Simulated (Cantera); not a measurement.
What does this Cantera script print?

```python
import numpy as np
import cantera as ct

gas = ct.Solution("gri30.yaml")
gas.TPX = 925, 170000, {'CH2O': 0.0021, 'O2': 0.0043, 'N2': 1.8}
reactor = ct.IdealGasConstPressureReactor(gas, energy="off", clone=False)
net = ct.ReactorNet([reactor])
net.rtol, net.atol = 1e-08, 1e-18
show = ['CH2O', 'O2', 'C2H6', 'NO', 'O', 'H2']
times = np.geomspace(2e-05, 7, 14)

steps = ct.SolutionArray(gas, extra=["t"])
rows = []
print(f"{'t/s':>10s}{'T/K':>9s}{'P/Pa':>11s}" + "".join(f"{s:>11s}" for s in show))
for t in times:
    while net.time < t:
        t_next = net.step()
        steps.append(gas.state, t=t_next)
    rows.append([np.interp(t, steps.t, y) for y in (steps.T, steps.P, *steps(*show).X.T)])
    print(f"{t:10.3e}{rows[-1][0]:9.1f}{rows[-1][1]:11.4g}" + "".join(f"{x:11.3e}" for x in rows[-1][2:]))
rate = np.gradient(steps.T, steps.t)
print("integrator steps:", len(steps.t))
if steps.T.max() > steps.T[0] + 200:
    print(f"time of steepest temperature rise: {steps.t[rate.argmax()]:.4e} s")
gas.TPX = 925, 170000, {'CH2O': 0.0021, 'O2': 0.0043, 'N2': 1.8}
gas.equilibrate("TP")
print(f"equilibrium (TP): T = {gas.T:.1f} K  " + "  ".join(f"{s} {gas[s].X[0]:.3e}" for s in show))
```

Output:

```
       t/s      T/K       P/Pa       CH2O         O2       C2H6         NO          O         H2
 2.000e-05    925.0    1.7e+05  1.163e-03  2.380e-03  2.104e-39  6.115e-27  5.761e-14  1.415e-11
 5.339e-05    925.0    1.7e+05  1.163e-03  2.380e-03  3.382e-37  5.142e-26  9.248e-14  6.020e-11
 1.425e-04    925.0    1.7e+05  1.163e-03  2.380e-03  1.592e-35  2.291e-25  9.819e-14  1.946e-10
 3.806e-04    925.0    1.7e+05  1.163e-03  2.380e-03  4.789e-34  8.533e-25  1.065e-13  5.750e-10
 1.016e-03    925.0    1.7e+05  1.163e-03  2.380e-03  1.570e-32  3.265e-24  1.292e-13  1.744e-09
 2.712e-03    925.0    1.7e+05  1.163e-03  2.380e-03  7.776e-31  1.545e-23  1.947e-13  6.014e-09
 7.242e-03    925.0    1.7e+05  1.162e-03  2.380e-03  8.325e-29  1.252e-22  4.144e-13  2.706e-08
 1.933e-02    925.0    1.7e+05  1.162e-03  2.380e-03  3.911e-26  2.990e-21  1.613e-12  1.987e-07
 5.161e-02    925.0    1.7e+05  1.152e-03  2.374e-03  4.522e-22  5.849e-19  2.262e-11  4.341e-06
 1.378e-01    925.0    1.7e+05  7.633e-04  2.216e-03  9.762e-19  1.631e-16  5.526e-10  1.502e-04
 3.679e-01    925.0    1.7e+05  7.844e-08  1.903e-03  2.050e-18  1.157e-12  2.509e-08  3.056e-04
 9.821e-01    925.0    1.7e+05  1.400e-09  1.867e-03  7.134e-19  9.559e-13  1.055e-08  2.658e-04
 2.622e+00    925.0    1.7e+05  4.654e-12  1.804e-03  9.557e-20  1.220e-12  9.855e-09  2.015e-04
 7.000e+00    925.0    1.7e+05  1.694e-12  1.694e-03  4.615e-21  2.019e-12  8.462e-09  1.086e-04
integrator steps: 1226
equilibrium (TP): T = 925.0 K  CH2O 1.965e-32  O2 1.217e-03  C2H6 1.871e-88  NO 1.105e-06  O 3.608e-13  H2 2.010e-13
```

Model: GRI-Mech 3.0 (53 species, 325 reactions), integrated in Cantera. Below about 1000 K GRI-Mech 3.0 lacks low-temperature oxidation paths.
